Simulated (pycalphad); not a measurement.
## Freezing of Si-Al alloys with rising Al

CALPHAD calculation (pycalphad, COST 507 light-alloy database (1999)), 1 atm. These are 1990s assessments: newer ones move some temperatures and phases. Amounts are mole fractions of atoms.

Scheil-Gulliver runs (no diffusion in the solid, steps of 4 K) beside full equilibrium.

```
alloy              liquidus (K)  Scheil, half solid (K)  Scheil, 80 % solid (K)  Scheil, invariant end (K)  liquid left at that end  equilibrium solidus (K)
-----------------  ------------  ----------------------  ----------------------  -------------------------  -----------------------  -----------------------
Si-16.15Al (at.%)    (withheld)              (withheld)              (withheld)                        850               (withheld)                      850
Si-32.3Al (at.%)           1496                    1172    at the invariant end                        850                     0.37                      850
Si-64.6Al (at.%)           1172    at the invariant end    at the invariant end                        850                     0.73                      850
```

Q: What belongs in the gaps?

A: 
- Si-16.15Al (at.%), liquidus (K): 1605
- Si-16.15Al (at.%), Scheil, half solid (K): 1496
- Si-16.15Al (at.%), Scheil, 80 % solid (K): 961
- Si-16.15Al (at.%), liquid left at that end: 0.18
